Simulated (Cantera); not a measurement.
## SiO2 + H2 + N2 (hydrogen reduction and annealing atmospheres)

Charge: 1 mol SiO2, 49 mol H2, 6.5 mol N2, held at 4.60 bar.

Cantera equilibrium calculation (NASA polynomials, part measured and part estimated; ideal gas, pure solids and liquids). Candidate condensed phases: H2O, Si, SiO2, Si2N2O, Si3N4; 35 gas species. N2 is the only nitrogen source here; it is nearly inert below about 1500 K, so the nitride shown seldom forms there in practice. Mutual solubility and eutectic melting of coexisting phases are not modelled. The tables hold silica as quartz up to 1696 K and as liquid above; real silica turns to tridymite and cristobalite and melts near 1996 K. The numbers say what is thermodynamically allowed, not how fast it happens.

```tsv
T (°C)	x H2	x N2	x NH3	x H2O	x H	x SiO	n SiO2(α-quartz)	n Si2N2O(s)	n SiO2(β-quartz)
327	0.854	0.0989	0.0475	2.78e-6	<1e-12	<1e-12	1.000	0	0
402	0.873	0.111	0.0163	8.21e-6	<1e-12	<1e-12	1.000	0.000149	0
477	0.879	0.115	0.00655	1.87e-5	<1e-12	<1e-12	0.999	0.000344	0
552	0.881	0.116	0.00303	3.59e-5	3.47e-12	<1e-12	0.999	0.000663	0
627	0.882	0.116	0.00157	6.09e-5	5.12e-11	<1e-12	0	0.00112	0.998
702	0.882	0.117	0.000899	9.43e-5	5.01e-10	<1e-12	0	0.00174	0.997
777	0.882	0.117	0.000553	0.000136	3.55e-9	<1e-12	0	0.00252	0.995
852	0.883	0.117	0.000362	0.000187	1.95e-8	<1e-12	0	0.00346	0.993
927	0.883	0.117	0.000249	0.000247	8.64e-8	2.42e-11	0	0.00456	0.991
1002	0.883	0.117	0.000179	0.000313	3.23e-7	4.79e-10	0	0.00580	0.988
1077	0.883	0.117	0.000133	0.000387	1.04e-6	6.74e-9	0	0.00716	0.986
```
x: gas mole fraction; n: condensed amount in mol.

At 327 °C the condensed part is SiO2(α-quartz). From 402 °C to 552 °C the condensed part is SiO2(α-quartz) + Si2N2O(s). From 627 °C to 1077 °C the condensed part is SiO2(β-quartz) + Si2N2O(s).
